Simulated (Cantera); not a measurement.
A perfectly stirred reactor is fed with 0.742 % CO, 0.208 % O2, 0.0713 % H2O, 99.0 % N2, at 460000 Pa; it is held at 1400 K, and followed from long to short residence time.

Computed with Cantera and GRI-Mech 3.0 (53 species, 325 reactions).

One state of this run: x CO = 0.00407; x O2 = 0.000418; x H2O = 0.000579; x N2O = 5.08e-7; x H = 0.000129; x CO2 = 0.00336; x NO = 1.72e-6. x: mole fraction; the columns are a selection and need not sum to one.

Task: Which value of τ (s) does it belong to?
(A) 0.0037
(B) 0.24
(C) 0.015
(D) 0.060

Result: A, 0.0037
